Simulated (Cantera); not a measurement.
An isothermal, constant-pressure homogeneous reactor starts with 23.3 % CH4, 76.7 % N2, at 1450 K and 0.326 atm.

Cantera simulation using GRI-Mech 3.0 (53 species, 325 reactions); the numbers are that mechanism's predictions, not measurements. GRI-Mech 3.0 stops at C3 and has no aromatics, soot or wall deposition, so with more carbon than oxygen in the feed, carbon stays in small species such as C2H2 where larger ones or solid carbon would form.

x: mole fraction; the columns are a selection and need not sum to one.

```tsv
t (s)	x CH4	x CH2	x HCN	x C2H2	x H
0.000300	0.233	7.19e-12	<1e-12	<1e-12	8.50e-9
0.00135	0.233	1.18e-10	<1e-12	4.12e-10	(withheld)
0.00606	0.232	5.91e-10	<1e-12	1.14e-7	1.53e-8
0.0272	0.232	1.76e-9	<1e-12	1.20e-5	4.29e-8
0.122	0.226	3.23e-9	5.21e-12	0.000851	2.55e-7
0.551	0.201	2.15e-9	7.66e-11	0.0107	1.01e-6
2.47	0.142	1.18e-9	5.31e-10	0.0355	2.57e-6
11.1	0.0574	5.80e-10	2.45e-9	0.0689	5.41e-6
50.0	(withheld)	3.15e-10	(withheld)	(withheld)	(withheld)
```

Q: Some entries are withheld; supply them.

A: 
- 0.00135, x H: 9.58e-9
- 50.0, x CH4: 0.0193
- 50.0, x HCN: 9.43e-9
- 50.0, x C2H2: 0.0835
- 50.0, x H: 8.32e-6
